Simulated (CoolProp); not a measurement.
Values from CoolProp's reference Helmholtz-energy equation of state, Lemmon 2013.

For propylene, give the phase and the density (kg/m³), expansivity (1/kK), conductivity (mW/(m K)), Prandtl number at 197.5 K and 6.63 MPa; 215.2 K and 6.63 MPa; 241.8 K and 6.63 MPa.


- 197.5 K and 6.63 MPa: liquid; density 649, expansivity 1.72, conductivity 159, Prandtl number 3.80
- 215.2 K and 6.63 MPa: liquid; density 629, expansivity 1.82, conductivity 153, Prandtl number 3.25
- 241.8 K and 6.63 MPa: liquid; density 598, expansivity 2.03, conductivity 142, Prandtl number 2.72

Viscosity comes from a separate model (Huber 2003), an estimate that may be off by 10 % or more. Thermal conductivity comes from a separate model (Huber 2003), an estimate that may be off by 10 % or more.
